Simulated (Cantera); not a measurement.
Charge: 1 mol SiH₂Cl₂, 23 mol N₂, 0.25 mol H₂, at 1.90 mbar.

Method: chemical equilibrium by Gibbs-energy minimisation in Cantera with the NASA 1993 tables (ideal gas, pure condensed phases). Candidate condensed phases: NH₄Cl, Si, Si₃N₄; 28 gas species. N₂ is the only nitrogen source here; it is nearly inert below about 1500 K, so the nitride shown seldom forms there in practice. Rates play no part.

Problem. Which condensed phases are stable at each of these points (T (K)): 875, 1025, 1175, 1325, 1475, 1625, 1775, 1925?

Solution. 
| T (K) | condensed phases | Si condensed (%) |
|---|---|---|
| 875 | Si₃N₄(s) | 90.2 |
| 1025 | Si₃N₄(s) | 92.4 |
| 1175 | Si₃N₄(s) | 93.0 |
| 1325 | Si₃N₄(s) | 84.5 |
| 1475 | Si₃N₄(s) | 58.4 |
| 1625 | Si₃N₄(s) | 32.8 |
| 1775 | Si(l) | 20.9 |
| 1925 | gas only | 0.0 |

From 875 K to 1625 K the condensed part is Si₃N₄(s). At 1775 K the condensed part is Si(l). At 1925 K nothing is condensed.
